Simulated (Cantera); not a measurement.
A closed system holds: 1 mol B2O3, 20 mol HCl, 1.4 mol O2, held at 875 °C and 6.70 Pa.

Equilibrium computed with Cantera from the NASA thermochemical tables; the gas is ideal and each condensed phase is pure. Candidate condensed phases: B, B2O3, B3O3H3, H2O; 33 gas species. The tables' values for BOCl are old estimates; treat these amounts as uncertain. The numbers say what is thermodynamically allowed, not how fast it happens.

Base state: HCl 0.879, O2 0.0526, Cl 0.0313, H2O 0.0214, Cl2 0.00915, HBO2 0.00684, B2O3 2.31e-5, BOCl 1.87e-5 (mole fractions); condensed: B2O3(l).

Question: What changes in the equilibrium state with this change: temperature from 875 °C to 650 °C?

Answer: 
| species | before | after |
|---|---|---|
| HCl | 0.879 | 0.887 |
| O2 | 0.0526 | 0.0511 |
| H2O | 0.0214 | 0.0304 |
| Cl | 0.0313 | 0.00234 |
| Cl2 | 0.00915 | 0.0293 |
| HBO2 | 0.00684 | 9.65e-5 |
| B2O3 | 2.31e-5 | <1e-9 |
| BOCl | 1.87e-5 | 1.56e-8 |
| B2O3(l), mol | 0.926 | 0.999 |

Question: What changes in the equilibrium state with this change: temperature from 875 °C to 725 °C?

Answer: 
```
species        before     after
------------  -------  --------
HCl             0.879     0.893
O2             0.0526    0.0537
H2O            0.0214    0.0244
Cl             0.0313   0.00673
Cl2           0.00915    0.0213
HBO2          0.00684  0.000481
B2O3          2.31e-5   4.58e-8
BOCl          1.87e-5   2.53e-7
B2O3(l), mol    0.926     0.995
```
